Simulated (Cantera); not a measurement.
Input: 1 mol BaF₂, 13 mol H₂O, 0.99 mol N₂, held at 1802 °C and 0.133 bar.

These are equilibrium values from Cantera (NASA tables, ideal gas, pure condensed phases), not measurements of a reactor. Candidate condensed phases: Ba, BaF₂, BaO, Ba(OH)₂, H₂O; 45 gas species. Rates play no part.

Base state: H₂O 0.800, N₂ 0.0652, BaF₂ 0.0451, HF 0.0412, Ba(OH)₂ 0.0200, H₂ 0.0143, O₂ 0.00584, OH 0.00557 (mole fractions); condensed: gas only.

Question: What changes in the equilibrium state with this change: BaF₂ replaced by CaCl₂?

Answer: 
| species | before | after |
|---|---|---|
| H₂O | 0.800 | 0.792 |
| HCl | 0 | 0.0947 |
| N₂ | 0.0652 | 0.0651 |
| BaF₂ | 0.0451 | 0 |
| HF | 0.0412 | 0 |
| Ba(OH)₂ | 0.0200 | 0 |
| CaCl₂ | 0 | 0.0166 |
| H₂ | 0.0143 | 0.0151 |
| Cl | 0 | 0.00414 |
| BaF | 0.000619 | 0 |
| BaOH | 0.000257 | 0 |
| Ca(OH)₂ | 0 | 0.000142 |
| CaCl | 0 | 1.47e-5 |
| CaO(s), mol | 0 | 0.747 |
Condensed phases not in the tables: oxide chlorides. Further candidate phases: Ca, CaCl₂, CaO, Ca(OH)₂, NH₄Cl.

Question: What changes in the equilibrium state with this change: temperature from 1802 °C to 1102 °C?

Answer: 
```csv
species,before,after
H₂O,0.800,0.928
N₂,0.0652,0.0707
HF,0.0412,0.00105
BaF₂,0.0451,1.70e-5
H₂,0.0143,0.000110
Ba(OH)₂,0.0200,0.000307
BaF,0.000619,2.05e-9
BaOH,0.000257,4.47e-9
O,0.000244,1.23e-8
H,0.000872,9.84e-8
"BaF₂(s), mol",0,0.992
"BaO(s), mol",0,0.00304
```
Mutual solubility and eutectic melting of coexisting phases are not modelled.
